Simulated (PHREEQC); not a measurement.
## Ultrapure water in contact with air or piping

A made-up water analysis in mg/L, 55 °C, pH 6.56, pe 9.4:

```csv
constituent,mg/L
Na,0.555
K,0.399
Ca,0.0852
Mg,0.254
Cl,0.618
S(6) as SO4,0.595
Alkalinity as HCO3,1.91
B,0.000102
```

Valence states are taken as typed.

The numbers come from PHREEQC with the ion-association model, wateq4f.dat.

Precipitation was switched off in this run.

Question: What charge-balance error does the model give?

Answer: charge-balance error -1.4 %.

Question: In which forms is C present?

Answer: HCO3- 65 %, CO2 34 % of the C.

At this temperature some constants are extrapolated from 25 °C, and those without enthalpy data are left unchanged.
